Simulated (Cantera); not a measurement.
**Ignition delay**

Mixture: 15.1 % CO, 2.42 % H2, 12.1 % O2, 70.3 % N2, at 3750 Torr, adiabatic and at constant volume. Ignition delay is the time to a rise of 400 K.

Model: GRI-Mech 3.0 (53 species, 325 reactions), integrated in Cantera. The hydrogen kinetics of GRI-Mech 3.0 are dated; newer H2 mechanisms differ, most at raised pressure. Below about 950 K walls govern HO2 and H2O2 in real vessels.

| T0 (K) | delay (ms) |
|---|---|
| 850 | 494 |
| 925 | 43.7 |
| 1000 | 5.06 |
| 1075 | 0.592 |
| 1150 | 0.0900 |
| 1225 | 0.0365 |
| 1300 | 0.0224 |
| 1375 | 0.0164 |

```
Property                                                Value
--------------------------------------------------  ---------
apparent activation energy between 1225 and 1375 K  75 kJ/mol
```
